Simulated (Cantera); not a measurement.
## Low-pressure radical oxidation in H2/O2

An isothermal, constant-pressure homogeneous reactor starts with 1.36 % H₂, 38.8 % O₂, 58.2 % N₂, 1.59 % H₂O, equivalence ratio 0.018, at 1198 K and 0.0132 atm.

Model: the H2/O2 subset of GRI-Mech 3.0, which has no nitrogen chemistry, integrated in Cantera. Radical loss at walls, strong at low pressure, is not modelled.

```csv
t (s),x H₂,x O₂,x O,x H,x OH,x H₂O
0.000200,0.0136,0.388,5.31e-10,5.46e-10,4.75e-10,0.0159
0.000422,0.0136,0.388,1.90e-9,1.08e-9,1.53e-9,0.0159
0.000892,0.0136,0.388,8.40e-9,3.35e-9,6.10e-9,0.0159
0.00188,0.0136,0.388,8.06e-8,2.80e-8,5.58e-8,0.0159
0.00397,0.0136,0.388,6.40e-6,2.19e-6,4.40e-6,0.0159
0.00839,0.00335,0.380,0.00573,0.00221,0.00201,0.0240
0.0177,0.000321,0.378,0.00827,0.00187,0.00134,0.0276
0.0374,0.000268,0.379,0.00686,0.00142,0.00122,0.0280
0.0790,0.000189,0.380,0.00478,0.000827,0.00103,0.0285
0.167,0.000102,0.382,0.00254,0.000322,0.000755,0.0290
0.352,3.97e-5,0.383,0.000986,7.77e-5,0.000472,0.0294
0.744,1.20e-5,0.384,0.000299,1.30e-5,0.000261,0.0295
1.57,3.33e-6,0.384,8.29e-5,1.90e-6,0.000138,0.0296
3.32,9.55e-7,0.384,2.39e-5,2.95e-7,7.39e-5,0.0297
7.00,3.02e-7,0.384,7.61e-6,5.29e-8,4.17e-5,0.0297
```
x: mole fraction; the columns are a selection and need not sum to one.

Equilibrium at this temperature and pressure: H₂ 5.09e-9, O₂ 0.384, O 1.30e-7, H 1.18e-10, OH 5.45e-6, H₂O 0.0297 (gas phase only).
